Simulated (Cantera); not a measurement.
## Si2H6 + H2O + N2 (silicon oxide and oxynitride deposition)

Input: 1 mol Si2H6, 0.11 mol H2O, 72 mol N2, equilibrated at 1625 °C.

Equilibrium computed with Cantera from the NASA thermochemical tables; the gas is ideal and each condensed phase is pure. Candidate condensed phases: H2O, Si, SiO2, Si2N2O, Si3N4; 35 gas species. The feed counts by its element totals alone. Mutual solubility and eutectic melting of coexisting phases are not modelled. The tables' values for SiN are old estimates; treat these amounts as uncertain. Rates play no part.

```csv
P (Pa),log p N2,log p H2,log p Si,log p H,n Si(l),n Si3N4(s),n Si2N2O(s)
5,-4.33,-5.82,-5.92,-6.02,0,0,0
15,-3.86,-5.29,-5.44,-5.75,0,0,0
45,-3.38,-4.78,-4.98,-5.50,0,0,0
140,-2.88,-4.27,-4.91,-5.24,1.17,0,0
410,-2.41,-3.79,-4.91,-5.00,1.64,0,0
1200,-1.94,-3.31,-4.91,-4.76,1.80,0,0
3700,-1.45,-2.82,-4.91,-4.52,1.86,0,0
11000,-0.98,-2.34,-5.19,-4.28,0,0.628,0
33000,-0.50,-1.86,-5.51,-4.04,0,0.630,0
100000,-0.02,-1.38,-5.83,-3.79,0,0.605,0.0736
```
log p: log10 of the partial pressure in bar; n: condensed amount in mol.

From 5.00 Pa to 45.0 Pa nothing is condensed. From 140 Pa to 3700 Pa the condensed part is Si(l). From 11000 Pa to 33000 Pa the condensed part is Si3N4(s). At 100000 Pa the condensed part is Si2N2O(s) + Si3N4(s). The main Si-bearing gas is Si at 5.00 Pa and SiO at 100000 Pa.
